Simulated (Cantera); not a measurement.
A diamond (100) surface in a fixed gas of H2 with x(CH4) = 0.0044, x(H) = 0.014, x(CH3) = 5.7e-05, 0.0592 atm; coverages are run to steady state.

Model: the Harris–Goodwin 1993 mechanism for the reconstructed diamond (100) surface, integrated in Cantera.

θ: site fractions in the mechanism's names (c6HH fully hydrogenated, c6H* and c6*H radical sites, c6** diradical, c6HM methylated).

```tsv
T (K)	growth (µm/h)	θ c6HH	θ c6H*	θ c6*H	θ c6**	θ c6HM
900	1.07	0.689	0.0106	0.292	0.00439	…
950	1.42	0.641	0.0142	0.334	0.00671	…
1000	1.79	0.595	0.0184	0.374	0.00977	…
1050	2.17	0.551	0.0231	0.410	0.0137	…
1100	2.45	0.510	0.0280	0.441	0.0184	…
1150	2.50	0.473	0.0332	0.468	0.0241	…
1200	2.20	0.438	0.0386	0.491	0.0306	…
1250	1.70	0.407	0.0440	0.510	0.0379	…
1300	1.29	0.379	0.0494	0.526	0.0460	…
1350	1.08	0.353	0.0547	0.537	0.0547	…
1400	1.01	0.330	0.0598	0.546	0.0639	…
```

**Question.** Fill in the missing entries.

**Answer.** 
- 900, θ c6HM: 0.00343
- 950, θ c6HM: 0.00274
- 1000, θ c6HM: 0.00220
- 1050, θ c6HM: 0.00175
- 1100, θ c6HM: 0.00135
- 1150, θ c6HM: 0.000959
- 1200, θ c6HM: 0.000590
- 1250, θ c6HM: 0.000308
- 1300, θ c6HM: 0.000142
- 1350, θ c6HM: 6.15e-5
- 1400, θ c6HM: 2.61e-5
